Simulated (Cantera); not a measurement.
A closed system holds: 1 mol SiCl4, 0.68 mol HCl, 49 mol H2, equilibrated at 75.0 Torr.

Method: chemical equilibrium by Gibbs-energy minimisation in Cantera with the NASA 1993 tables (ideal gas, pure condensed phases). Candidate condensed phases: Si; 19 gas species. The tables' values for SiCl3 are old estimates; treat these amounts as uncertain. Kinetics and transport are ignored.

**Question.** At 1150 K, list the 5 most abundant gas species with their mole fractions, and the condensed phases.

**Answer.** H2 0.949, HCl 0.0339, SiCl4 0.00835, SiHCl3 0.00474, SiCl2 0.00267. Condensed: Si(s).
